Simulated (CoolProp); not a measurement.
CH3F (R41) along the isobar 1.37 MPa: Z from the reference equation and from simpler models built on Tc = 44.1 °C, pc = 5.906 MPa, ω = 0.200; each cubic takes its own stable root.

Model: reference Helmholtz-energy equation of state, Lemmon 2006, in CoolProp. It is a short technical equation, of lower accuracy than the large ones.

| T (°C) | phase | reference | Pitzer virial | van der Waals | Soave-Redlich-Kwong |
|---|---|---|---|---|---|
| -8.45 | gas | 0.8033 | 0.8535 | 0.8816 | 0.8417 |
| 4.85 | gas | 0.8407 | 0.8754 | 0.8961 | 0.8670 |
| 18.25 | gas | 0.8680 | 0.8934 | 0.9083 | 0.8874 |
| 31.65 | gas | 0.8887 | 0.9083 | 0.9185 | 0.9038 |
| 44.95 | gas | 0.9049 | 0.9205 | 0.9272 | 0.9173 |
| 58.35 | gas | 0.9180 | 0.9309 | 0.9347 | 0.9286 |
| 71.65 | gas | 0.9287 | 0.9396 | 0.9411 | 0.9381 |
| 85.05 | gas | 0.9376 | 0.9471 | 0.9468 | 0.9462 |
| 98.45 | gas | 0.9451 | 0.9535 | 0.9517 | 0.9532 |
| 111.75 | gas | 0.9515 | 0.9590 | 0.9561 | 0.9591 |
| 125.15 | gas | 0.9570 | 0.9638 | 0.9600 | 0.9643 |
| 138.45 | gas | 0.9617 | 0.9680 | 0.9634 | 0.9688 |
| 151.85 | gas | 0.9659 | 0.9717 | 0.9665 | 0.9727 |
